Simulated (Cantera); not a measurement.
An isothermal, constant-pressure homogeneous reactor starts with 2.54 % CH₄, 96.5 % N₂, 0.965 % H₂O, at 1250 K and 0.133 bar.

Model: GRI-Mech 3.0 (53 species, 325 reactions), integrated in Cantera. GRI-Mech 3.0 stops at C3 and has no aromatics, soot or wall deposition, so with more carbon than oxygen in the feed, carbon stays in small species such as C2H2 where larger ones or solid carbon would form.

x: mole fraction; the columns are a selection and need not sum to one.

```json
[
 {"t (s)": "2.00e-6", "x CH₄": "0.0254", "x CH₃": "4.71e-12", "x C₂H₄": "<1e-12", "x C₂H": "<1e-12", "x C₂H₆": "<1e-12", "x CH₂": "<1e-12", "x C₂H₂": "<1e-12"},
 {"t (s)": "7.67e-6", "x CH₄": "0.0254", "x CH₃": "1.94e-11", "x C₂H₄": "<1e-12", "x C₂H": "<1e-12", "x C₂H₆": "<1e-12", "x CH₂": "<1e-12", "x C₂H₂": "<1e-12"},
 {"t (s)": "2.94e-5", "x CH₄": "0.0254", "x CH₃": "8.93e-11", "x C₂H₄": "<1e-12", "x C₂H": "<1e-12", "x C₂H₆": "<1e-12", "x CH₂": "<1e-12", "x C₂H₂": "<1e-12"},
 {"t (s)": "0.000113", "x CH₄": "0.0254", "x CH₃": "4.41e-10", "x C₂H₄": "<1e-12", "x C₂H": "<1e-12", "x C₂H₆": "<1e-12", "x CH₂": "<1e-12", "x C₂H₂": "<1e-12"},
 {"t (s)": "0.000434", "x CH₄": "0.0254", "x CH₃": "1.91e-9", "x C₂H₄": "<1e-12", "x C₂H": "<1e-12", "x C₂H₆": "<1e-12", "x CH₂": "<1e-12", "x C₂H₂": "<1e-12"},
 {"t (s)": "0.00166", "x CH₄": "0.0254", "x CH₃": "7.54e-9", "x C₂H₄": "<1e-12", "x C₂H": "<1e-12", "x C₂H₆": "<1e-12", "x CH₂": "<1e-12", "x C₂H₂": "<1e-12"},
 {"t (s)": "0.00638", "x CH₄": "0.0254", "x CH₃": "2.92e-8", "x C₂H₄": "<1e-12", "x C₂H": "<1e-12", "x C₂H₆": "4.42e-12", "x CH₂": "<1e-12", "x C₂H₂": "<1e-12"},
 {"t (s)": "0.0245", "x CH₄": "0.0254", "x CH₃": "1.12e-7", "x C₂H₄": "2.55e-11", "x C₂H": "<1e-12", "x C₂H₆": "2.46e-10", "x CH₂": "<1e-12", "x C₂H₂": "<1e-12"},
 {"t (s)": "0.0940", "x CH₄": "0.0254", "x CH₃": "4.05e-7", "x C₂H₄": "1.35e-9", "x C₂H": "<1e-12", "x C₂H₆": "?", "x CH₂": "<1e-12", "x C₂H₂": "<1e-12"},
 {"t (s)": "0.361", "x CH₄": "0.0254", "x CH₃": "9.75e-7", "x C₂H₄": "4.20e-8", "x C₂H": "<1e-12", "x C₂H₆": "?", "x CH₂": "1.06e-12", "x C₂H₂": "1.42e-10"},
 {"t (s)": "1.38", "x CH₄": "0.0254", "x CH₃": "1.54e-6", "x C₂H₄": "5.25e-7", "x C₂H": "<1e-12", "x C₂H₆": "?", "x CH₂": "2.63e-12", "x C₂H₂": "9.42e-9"},
 {"t (s)": "5.31", "x CH₄": "0.0254", "x CH₃": "2.60e-6", "x C₂H₄": "6.28e-6", "x C₂H": "<1e-12", "x C₂H₆": "?", "x CH₂": "7.55e-12", "x C₂H₂": "5.50e-7"},
 {"t (s)": "20.4", "x CH₄": "0.0252", "x CH₃": "3.54e-6", "x C₂H₄": "4.77e-5", "x C₂H": "<1e-12", "x C₂H₆": "?", "x CH₂": "1.40e-11", "x C₂H₂": "2.47e-5"},
 {"t (s)": "78.2", "x CH₄": "0.0246", "x CH₃": "3.28e-6", "x C₂H₄": "7.99e-5", "x C₂H": "<1e-12", "x C₂H₆": "?", "x CH₂": "1.28e-11", "x C₂H₂": "0.000295"},
 {"t (s)": "300", "x CH₄": "0.0227", "x CH₃": "2.61e-6", "x C₂H₄": "5.88e-5", "x C₂H": "2.14e-12", "x C₂H₆": "?", "x CH₂": "9.76e-12", "x C₂H₂": "0.00123"}
]
```

### Question
What belongs in the gaps?

### Answer

- 0.0940, x C₂H₆: 1.26e-8
- 0.361, x C₂H₆: 3.37e-7
- 1.38, x C₂H₆: 2.34e-6
- 5.31, x C₂H₆: 9.14e-6
- 20.4, x C₂H₆: 1.80e-5
- 78.2, x C₂H₆: 1.54e-5
- 300, x C₂H₆: 9.35e-6
